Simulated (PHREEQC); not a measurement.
Make-up at 20 °C: 140 mmol/kgw CdCl2 and 0.087 mmol/kgw Na2SO4. Closed to the air; pH follows from the charge balance.

All values are PHREEQC results (ion-association model, wateq4f.dat), not measurements.

**Question.** The ionic strength comes out as 0.157 mol/kgw. What activity coefficients do Cd+2, CdCl3-, CdCl+, SO4-2, Na+ get?

**Answer.** Cd+2 0.33, CdCl3- 0.76, CdCl+ 0.76, SO4-2 0.32, Na+ 0.76.

This is a speciation only: nothing precipitates in the calculation. Species that the database lacks are ignored.
